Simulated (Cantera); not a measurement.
Charge: 1 mol Si3N4, 0.13 mol H2, at 2300 K.

Method: chemical equilibrium by Gibbs-energy minimisation in Cantera with the NASA 1993 tables (ideal gas, pure condensed phases). Candidate condensed phases: Si, Si3N4; 18 gas species. Mutual solubility and eutectic melting of coexisting phases are not modelled. The tables' values for SiN are old estimates; treat these amounts as uncertain. Gases not in the tables: Si2H6 and higher silanes. Rates play no part.

x: gas mole fraction; n: condensed amount in mol.

```tsv
P (Pa)	x N2	x Si	x H2	x H	x Si2	x Si2N	n Si(l)	n Si3N4(s)
1	0.380	0.570	0.000256	0.0489	6.74e-5	9.73e-7	0	0
4.60	0.381	0.570	0.00110	0.0473	0.000310	9.61e-6	0	0
22	0.382	0.570	0.00404	0.0415	0.00148	0.000101	0	0
100	0.387	0.563	0.00977	0.0303	0.00656	0.000956	0	0
460	(withheld)	(withheld)	(withheld)	(withheld)	(withheld)	(withheld)	(withheld)	0
2200	0.890	(withheld)	(withheld)	(withheld)	(withheld)	(withheld)	2.89	0
10000	0.926	0.00932	0.0564	0.00727	0.000180	0.000405	2.98	0
46000	0.935	0.00203	0.0590	0.00346	3.91e-5	0.000190	2.99	0
220000	0.938	0.000423	0.0601	0.00160	8.17e-6	8.70e-5	3.00	0
1000000	0.495	9.32e-5	0.502	0.00217	1.80e-6	2.97e-5	0.192	0.936
```

Problem. What belongs in the gaps?

Solution. 
- 460, x N2: 0.728
- 460, x Si: 0.203
- 460, x H2: 0.0339
- 460, x H: 0.0263
- 460, x Si2: 0.00391
- 460, x Si2N: 0.00168
- 460, n Si(l): 2.40
- 2200, x Si: 0.0423
- 2200, x H2: 0.0503
- 2200, x H: 0.0146
- 2200, x Si2: 0.000817
- 2200, x Si2N: 0.000847
